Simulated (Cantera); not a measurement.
Cantera run, input and output.

```python
import numpy as np
import cantera as ct

gas = ct.Solution("gri30.yaml")


def delay(T, t_max=10):
    gas.TPX = T, 170000, {'H2': 1, 'O2': 0.962, 'N2': 3.62}
    reactor = ct.IdealGasConstPressureReactor(gas, clone=False)
    net = ct.ReactorNet([reactor])
    net.rtol, net.atol = 1e-8, 1e-16
    while net.time < t_max:
        t_old, T_old = net.time, reactor.T
        net.step()
        if reactor.T > T + 400:  # ignition: a rise of 400 K
            return t_old + (T + 400 - T_old) / (reactor.T - T_old) * (net.time - t_old)
    return np.nan


taus = []
for T in [948, 998, 1048, 1098, 1148, 1198, 1248, 1298]:
    taus.append(delay(T))
    print(f"T0 = {T:6g} K   tau = {taus[-1]:.4e} s")
```

It prints:

```
T0 =    948 K   tau = 5.9373e-02 s
T0 =    998 K   tau = 3.0164e-03 s
T0 =   1048 K   tau = 1.4014e-04 s
T0 =   1098 K   tau = 6.7630e-05 s
T0 =   1148 K   tau = 4.3398e-05 s
T0 =   1198 K   tau = 3.1262e-05 s
T0 =   1248 K   tau = 2.4097e-05 s
T0 =   1298 K   tau = 1.9489e-05 s
```

Computed with Cantera and GRI-Mech 3.0 (53 species, 325 reactions). Below about 950 K walls govern HO2 and H2O2 in real vessels. Where the delays flatten at high temperature, the 400 K rule measures the pace of heat release, not the induction time.
